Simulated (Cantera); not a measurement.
## Catalytic combustion on Pt

An isothermal plug-flow reactor at 925 K and 2630 Torr (inlet), inlet velocity 2.5 m/s, active area per volume 110 1/m; feed 0.667 % H2, 12.9 % O2, 84.9 % N2, 1.51 % H2O, equivalence ratio 0.026.

Model: Deutschmann's 1995 Pt surface mechanism with GRI-Mech 3.0 gas chemistry, integrated in Cantera. Catalytic surfaces can have several steady states; this one follows from the mechanism file's or the stated starting coverage. Mass transfer to the wall is taken as infinitely fast.

```tsv
z (m)	x H2	x O2	x H2O	θ free Pt	θ O*	θ OH*
0.00033	0.00623	0.129	0.0155	0.126	0.869	0.00503
0.00064	0.00585	0.129	0.0159	0.122	0.873	0.00498
0.0012	0.00526	0.128	0.0165	0.116	0.879	0.00491
0.0024	0.00425	0.128	0.0175	0.106	0.889	0.00479
0.0046	0.00298	0.127	0.0188	0.0950	0.900	0.00464
0.0089	0.00160	0.127	0.0202	0.0845	0.911	0.00449
0.017	0.000560	0.126	0.0212	0.0776	0.918	0.00437
0.033	7.88e-5	0.126	0.0217	0.0746	0.921	0.00432
```
x: gas mole fraction; θ: surface coverage.
